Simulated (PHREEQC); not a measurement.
Consider water at 20 °C with 0.013 mol HNO3 and 0.0085 mol Fe(NO3)3 per kg of water. Closed to the air; pH follows from the charge balance.

The numbers come from PHREEQC with the ion-association model, phreeqc.dat.

```csv
quantity,before,after
pH,1.90,2.74
ionic strength (mol/kgw),0.0614,0.00523
```

Name the change that produced these shifts.
(A) diluted 10-fold with water
(B) temperature from 20 to 75 °C
(C) HNO3 left out
(D) HNO3 from 0.013 to 0.065 mol/kgw
(E) Fe(NO3)3 left out

A, diluted 10-fold with water

Precipitation was switched off in this run. Some of these states are supersaturated (in Hematite (slow to form), Goethite (slow to form), for instance).
